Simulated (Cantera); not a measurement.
NO annealing gas

A perfectly stirred reactor is fed with 76.3 % NO, 23.7 % N₂, at 100.0 Torr; it is held at 1925 K, and followed from long to short residence time.

Detailed kinetics in Cantera: GRI-Mech 3.0 (53 species, 325 reactions).

| τ (s) | x NO | x NO₂ | x O | x N₂O | x O₂ |
|---|---|---|---|---|---|
| 25 | 0.161 | 0.000138 | 0.000561 | 8.62e-6 | 0.301 |
| 10 | 0.282 | 0.000215 | 0.000506 | 2.71e-5 | 0.240 |
| 4.1 | 0.437 | 0.000274 | 0.000424 | 6.75e-5 | 0.162 |
| 1.7 | 0.581 | 0.000274 | 0.000330 | 0.000125 | 0.0905 |
| 0.67 | 0.681 | 0.000223 | 0.000242 | 0.000179 | 0.0406 |
| 0.27 | 0.729 | 0.000170 | 0.000184 | 0.000210 | 0.0168 |
| 0.11 | 0.749 | 0.000135 | 0.000151 | 0.000221 | 0.00669 |
| 0.044 | 0.758 | 0.000114 | 0.000132 | 0.000215 | 0.00253 |
| 0.018 | 0.761 | 9.99e-5 | 0.000117 | 0.000191 | 0.000912 |
| 0.0071 | 0.762 | 8.12e-5 | 9.79e-5 | 0.000146 | 0.000268 |
x: mole fraction; the columns are a selection and need not sum to one.
